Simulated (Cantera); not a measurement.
A closed system holds: 1 mol Fe3O4, 1.3 mol Cl2, 0.83 mol N2, held at 13.3 mbar.

These are equilibrium values from Cantera (NASA tables, ideal gas, pure condensed phases), not measurements of a reactor. Candidate condensed phases: Fe, FeCl2, FeCl3, FeO, Fe2O3, Fe3O4; 19 gas species. Rates play no part.

Q: Which condensed phases are stable at each of these points (T (K)): 1348, 1398, 1448, 1498, 1548, 1598, 1648, 1698, 1748?

A: 
```json
[
 {"T (K)": "1348", "condensed phases": "Fe2O3(s)", "Fe condensed (%)": "69.8"},
 {"T (K)": "1398", "condensed phases": "Fe2O3(s)", "Fe condensed (%)": "66.2"},
 {"T (K)": "1448", "condensed phases": "Fe2O3(s)", "Fe condensed (%)": "63.7"},
 {"T (K)": "1498", "condensed phases": "Fe3O4(s)", "Fe condensed (%)": "62.7"},
 {"T (K)": "1548", "condensed phases": "Fe3O4(s)", "Fe condensed (%)": "61.9"},
 {"T (K)": "1598", "condensed phases": "Fe3O4(s)", "Fe condensed (%)": "61.5"},
 {"T (K)": "1648", "condensed phases": "Fe3O4(s)", "Fe condensed (%)": "61.4"},
 {"T (K)": "1698", "condensed phases": "Fe3O4(s)", "Fe condensed (%)": "61.4"},
 {"T (K)": "1748", "condensed phases": "Fe3O4(s)", "Fe condensed (%)": "61.5"}
]
```

From 1348 K to 1448 K the condensed part is Fe2O3(s). From 1498 K to 1748 K the condensed part is Fe3O4(s).
